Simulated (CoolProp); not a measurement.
Model: reference Helmholtz-energy equation of state, Lemmon 2006, in CoolProp. It is a short technical equation, of lower accuracy than the large ones.

For carbon monoxide, give the phase and the density (kg/m³), isothermal compressibility (1/MPa), expansivity (1/kK) at -169.85 °C and 1.75 MPa; -169.85 °C and 4.66 MPa.


- -169.85 °C and 1.75 MPa: liquid; density 693, isothermal compressibility 0.00750, expansivity 8.07
- -169.85 °C and 4.66 MPa: liquid; density 707, isothermal compressibility 0.00619, expansivity 7.10
